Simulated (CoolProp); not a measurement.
Values from CoolProp's reference Helmholtz-energy equation of state, Lemmon 2006. It is a short technical equation, of lower accuracy than the large ones.

Question: Give the vapour pressure (kPa), liquid density (kg/m³), enthalpy of vaporisation (kJ/kg), liquid cp (kJ/(kg K)) of saturated isohexane at 339.4, 455.1 K.

Answer: 
```csv
T (K),p (kPa),liquid density (kg/m³),enthalpy of vaporisation (kJ/kg),liquid cp (kJ/(kg K))
339.4,122,609,319,2.44
455.1,1580,456,190,3.39
```
